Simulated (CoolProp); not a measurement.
Values from CoolProp's reference Helmholtz-energy equation of state, Thol 2016.

Question: For R1234ze(E), give the phase and the Joule-Thomson coefficient (K/MPa), Prandtl number at 146.85 °C and 13.6 bar; 146.85 °C and 34.1 bar.

Answer: 
- 146.85 °C and 13.6 bar: gas; Joule-Thomson coefficient 7.85, Prandtl number 0.799
- 146.85 °C and 34.1 bar: gas; Joule-Thomson coefficient 9.13, Prandtl number 0.921

Viscosity comes from a separate model (Bell 2016), an estimate that may be off by 10 % or more. Thermal conductivity comes from a separate model (Perkins 2011).
